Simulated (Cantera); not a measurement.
An adiabatic, constant-volume homogeneous reactor starts with 17.6 % H2, 8.00 % O2, 74.4 % N2, equivalence ratio 1.1, at 1325 K and 4.60 bar.

Cantera simulation using GRI-Mech 3.0 (53 species, 325 reactions); the numbers are that mechanism's predictions, not measurements. The hydrogen kinetics of GRI-Mech 3.0 are dated; newer H2 mechanisms differ, most at raised pressure.

### Question
Predict: time of steepest temperature rise; temperature at 0.400 s; equilibrium temperature; x(H2) at 0.400 s; x(O2) at 0.400 s; x(OH) at 0.400 s; x(H) at 0.400 s; x(HO2) at 0.400 s.

### Answer
```json
{
 "time_of_steepest_temperature_rise": "11.2 µs",
 "temperature at 0.400 s": "2639 K",
 "equilibrium_temperature": "2639 K",
 "x(H2) at 0.400 s": "0.0219 (gas-phase equilibrium 0.0219)",
 "x(O2) at 0.400 s": "0.000860 (gas-phase equilibrium 0.000860)",
 "x(OH) at 0.400 s": "0.00417 (gas-phase equilibrium 0.00417)",
 "x(H) at 0.400 s": "0.00230 (gas-phase equilibrium 0.00230)",
 "x(HO2) at 0.400 s": "7.15e-7 (gas-phase equilibrium 7.15e-7)"
}
```
